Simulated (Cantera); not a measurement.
A perfectly stirred reactor is fed with 15.6 % CH3OH, 15.6 % O2, 68.8 % N2, at 2030 Torr; it is adiabatic with a 798 K inlet, and is followed from long to short residence time, starting on the burning branch (τ in s: 0.4, 0.16, 0.067, 0.027, 0.011, 0.0046, 0.0019, 0.00076, 0.00031, 0.00013, 5.1e-05).

Computed with Cantera and GRI-Mech 3.0 (53 species, 325 reactions). GRI-Mech 3.0 was tuned for natural gas; its chemistry of methanol as a main component is partial and can be far from experiment.

Problem. Predict: blow-out, bracketed by the residence times tried; x(CH3OH) at τ = 0.400 s; x(O2) at τ = 0.400 s; x(CH2O) at τ = 0.400 s; x(CH4) at τ = 0.400 s; x(O) at τ = 0.400 s; x(CH3OH) at τ = 4.60 ms; x(O2) at τ = 4.60 ms; x(CH2O) at τ = 4.60 ms; x(CH4) at τ = 4.60 ms; x(O) at τ = 4.60 ms.

Solution. 
- blow-out, bracketed by the residence times tried: burning at 51.0 µs, the shortest tried
- x(CH3OH) at τ = 0.400 s: 2.25e-7
- x(O2) at τ = 0.400 s: 1.81e-5
- x(CH2O) at τ = 0.400 s: 2.52e-7
- x(CH4) at τ = 0.400 s: 1.86e-6
- x(O) at τ = 0.400 s: 6.96e-6
- x(CH3OH) at τ = 4.60 ms: 5.78e-6
- x(O2) at τ = 4.60 ms: 0.000326
- x(CH2O) at τ = 4.60 ms: 5.65e-6
- x(CH4) at τ = 4.60 ms: 4.88e-6
- x(O) at τ = 4.60 ms: 0.000104
